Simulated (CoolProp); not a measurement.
A Linde-Hampson liquefier for ethylene: isothermal reversible compression at 320 K from 1 atm to 20 MPa, throttling to 1 atm, return gas leaving the recuperator 2 K below the feed. Each further row changes one setting.

Computed with CoolProp (reference Helmholtz-energy equation of state, Smukala 2000).

```
case                        liquid yield per pass  compression work (kJ/kg of gas)
--------------------------  ---------------------  -------------------------------
as stated                                       …                              418
high pressure 40 MPa                            …                                …
warm-end temperature 350 K                  0.328                              483
warm-end gap 7 K                            0.407                              418
```

Fill in the missing entries.


- as stated, liquid yield per pass: 0.414
- high pressure 40 MPa, liquid yield per pass: 0.425
- high pressure 40 MPa, compression work (kJ/kg of gas): 468
